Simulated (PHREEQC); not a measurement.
# Acid rinse or clean

A solution holds 0.013 mol/kgw H2SO4, 0.26 mol/kgw CaCl2 and 0.00061 mol/kgw CuCl2, at 20 °C. Closed to the air; pH follows from the charge balance.

Model: ion-association model, phreeqc.dat, run in PHREEQC.

No solid was allowed to form.

Task: Estimate the pH.

Result: pH 1.75.

Task: In which forms is S present?

Result: CaSO4 49 %, SO4-2 32 %, HSO4- 11 %, CaHSO4+ 8.4 % of the S.

The solution is supersaturated, for example in Gypsum, so a real one may precipitate; this is no full list. The ionic strength is past about 0.7 mol/kgw, beyond the range of this activity model, so the values are rough.
